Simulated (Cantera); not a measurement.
Charge: 1 mol MgO, 0.86 mol Cl2, equilibrated at 900 °C.

Cantera equilibrium calculation (NASA polynomials, part measured and part estimated; ideal gas, pure solids and liquids). Candidate condensed phases: Mg, MgCl2, MgO; 11 gas species. Rates play no part.

Task: At 5.20e-5 bar, list the 5 most abundant gas species with their mole fractions, and the condensed phases.

Result: Cl2 0.330, Cl 0.282, MgCl2 0.258, O2 0.129, ClO 3.04e-5. Condensed: MgO(s).
